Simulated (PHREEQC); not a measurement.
Dissolve 0.028 mol NaHCO3, 0.0014 mol Na2SO4 and 0.0042 mol KCl per kg of water at 25 °C. Closed to the air; pH follows from the charge balance.

Model: Pitzer model, pitzer.dat, run in PHREEQC.

Precipitation was switched off in this run.

Predict the pH, specific conductance, osmotic coefficient.

pH 8.16; specific conductance 3200 µS/cm; osmotic coefficient 0.957.

In which forms is C present?

HCO3- 97 %, CO2 1.4 %, CO3-2 1.4 % of the C.

Complexes and solids missing from the database can't appear.
